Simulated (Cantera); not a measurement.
A perfectly stirred reactor is fed with C2H6 : N2 = 1 : 8.2 (molar parts), at 35000 Pa; it is held at 1425 K, and followed from long to short residence time.

Detailed kinetics in Cantera: GRI-Mech 3.0 (53 species, 325 reactions). GRI-Mech 3.0 stops at C3 and has no aromatics, soot or wall deposition, so with more carbon than oxygen in the feed, carbon stays in small species such as C2H2 where larger ones or solid carbon would form.

One state of this run: x C2H6 = 0.000202; x CH3 = 5.23e-5; x C2H = 9.40e-9; x HCN = 1.10e-8; x C2H4 = 0.00382; x CH2 = 4.11e-9; x H = 1.54e-5. x: mole fraction; the columns are a selection and need not sum to one.

**Question.** Which value of τ (s) does it belong to?
(A) 1.2
(B) 0.027
(C) 0.058
(D) 2.5

**Answer.** A, 1.2
